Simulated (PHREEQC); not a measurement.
AlCl3 is added in steps, without added water, to 1 kg of water holding 0.69 mmol/kgw PbCl2 and 0.21 mmol/kgw KNO3, at 65 °C. O2 is buffered at 0.21 atm. No CO2 enters from the air. The run lets Gibbsite, Sylvite, Pb(OH)2 precipitate or redissolve, and no other solid.

Base run: PHREEQC, ion-association model, phreeqc.dat. Each further column changes one thing. The table gives Gibbsite (mol).

| AlCl3 added (mol) | base | metal-ligand complexes left out | Davies equation for every ion | database wateq4f.dat | all activity coefficients set to 1 |
|---|---|---|---|---|---|
| 0 | 0 | 0 | 0 | 0 | 0 |
| 0.000105 | 6.99e-5 | 6.98e-5 | 6.97e-5 | 6.99e-5 | 7.37e-5 |
| 0.00021 | 0.000104 | 0.000104 | 0.000103 | 0.000104 | 0.000112 |
| 0.000315 | 0.000125 | 0.000125 | 0.000125 | 0.000125 | 0.000138 |
| 0.00042 | 0.000141 | 0.000141 | 0.000140 | 0.000141 | 0.000158 |
| 0.000525 | 0.000154 | 0.000153 | 0.000152 | 0.000154 | 0.000174 |
| 0.00063 | 0.000164 | 0.000164 | 0.000162 | 0.000164 | 0.000187 |
| 0.00077 | 0.000175 | 0.000175 | 0.000173 | 0.000175 | 0.000202 |
| 0.000875 | 0.000182 | 0.000182 | 0.000180 | 0.000182 | 0.000212 |
| 0.00098 | 0.000189 | 0.000188 | 0.000186 | 0.000189 | 0.000221 |
| 0.001085 | 0.000194 | 0.000194 | 0.000191 | 0.000194 | 0.000229 |
| 0.00119 | 0.000199 | 0.000199 | 0.000196 | 0.000199 | 0.000236 |
| 0.001295 | 0.000204 | 0.000203 | 0.000201 | 0.000204 | 0.000243 |
| 0.0014 | 0.000208 | 0.000208 | 0.000205 | 0.000208 | 0.000250 |

At this temperature some constants are extrapolated from 25 °C, and those without enthalpy data are left unchanged. The database's Pb(OH)2 solid is less soluble than what usually precipitates. phreeqc.dat and wateq4f.dat share most of their constants, so their agreement is no independent check. Solids allowed in the column 'database wateq4f.dat': Gibbsite, Pb(OH)2, Cotunnite, Laurionite.
